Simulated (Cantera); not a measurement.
# Equilibrium for fluorocarbon and chlorocarbon gases: C2F6 + F2

Charge: 1 mol C2F6, 0.35 mol F2, at 1773.15 K.

Cantera equilibrium calculation (NASA polynomials, part measured and part estimated; ideal gas, pure solids and liquids). Candidate condensed phases: C; 13 gas species. The feed counts by its element totals alone. Gases not in the tables: C2F6 and larger saturated fluorocarbons. Equilibrium is a limit: real reactors are often held back by kinetics, nucleation or transport.

From 1.00 Pa to 100000 Pa the condensed part is C(graphite). The main C-bearing gas is CF4 throughout. The share of C in condensed phases is highest at 100000 Pa (16.2 %) and lowest at 5.20 Pa (12.0 %).

```json
[
 {"P (Pa)": "1", "log p CF4": "-5.48", "log p F": "-5.38", "log p CF2": "-5.62", "log p CF3": "-7.40", "log p CF": "-8.26", "n C(graphite)": "0.273"},
 {"P (Pa)": "5.20", "log p CF4": "-4.44", "log p F": "-5.12", "log p CF2": "-5.10", "log p CF3": "-6.62", "log p CF": "-8.00", "n C(graphite)": "0.240"},
 {"P (Pa)": "27", "log p CF4": "-3.63", "log p F": "-4.91", "log p CF2": "-4.69", "log p CF3": "-6.01", "log p CF": "-7.80", "n C(graphite)": "0.275"},
 {"P (Pa)": "140", "log p CF4": "-2.88", "log p F": "-4.73", "log p CF2": "-4.31", "log p CF3": "-5.45", "log p CF": "-7.61", "n C(graphite)": "0.300"},
 {"P (Pa)": "720", "log p CF4": "-2.15", "log p F": "-4.54", "log p CF2": "-3.95", "log p CF3": "-4.90", "log p CF": "-7.43", "n C(graphite)": "0.313"},
 {"P (Pa)": "3700", "log p CF4": "-1.44", "log p F": "-4.36", "log p CF2": "-3.59", "log p CF3": "-4.37", "log p CF": "-7.25", "n C(graphite)": "0.319"},
 {"P (Pa)": "19000", "log p CF4": "-0.72", "log p F": "-4.19", "log p CF2": "-3.24", "log p CF3": "-3.83", "log p CF": "-7.07", "n C(graphite)": "0.322"},
 {"P (Pa)": "100000", "log p CF4": "0.00", "log p F": "-4.01", "log p CF2": "-2.88", "log p CF3": "-3.29", "log p CF": "-6.89", "n C(graphite)": "0.324"}
]
```
log p: log10 of the partial pressure in bar; n: condensed amount in mol.
